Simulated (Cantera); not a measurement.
## Moist CO burnout

A perfectly stirred reactor is fed with 0.956 % CO, 1.46 % O₂, 0.0458 % H₂O, 97.5 % N₂, at 80000 Pa; it is held at 1098 K, and followed from long to short residence time.

Detailed kinetics in Cantera: GRI-Mech 3.0 (53 species, 325 reactions).

| τ (s) | x CO | x O₂ | x H₂O | x N₂O | x NO₂ | x H₂O₂ | x O |
|---|---|---|---|---|---|---|---|
| 11 | 0.000270 | 0.0100 | 0.000459 | 1.20e-6 | 2.51e-8 | 4.10e-9 | 4.36e-6 |
| 1.7 | 0.000932 | 0.0104 | 0.000457 | 1.01e-6 | 5.95e-9 | 1.05e-8 | 1.48e-5 |
| 0.26 | 0.00288 | 0.0113 | 0.000452 | 7.35e-7 | 1.28e-9 | 1.69e-8 | 4.36e-5 |
| 0.041 | 0.00652 | 0.0131 | 0.000446 | 3.84e-7 | 2.46e-10 | 1.85e-8 | 8.60e-5 |
| 0.0063 | 0.00928 | 0.0145 | 0.000453 | 4.75e-8 | 7.93e-12 | 1.47e-8 | 4.82e-5 |
| 0.00096 | 0.00956 | 0.0146 | 0.000458 | <1e-12 | <1e-12 | <1e-12 | 8.99e-10 |
| 0.00015 | 0.00956 | 0.0146 | 0.000458 | <1e-12 | <1e-12 | <1e-12 | 1.39e-10 |
x: mole fraction; the columns are a selection and need not sum to one.
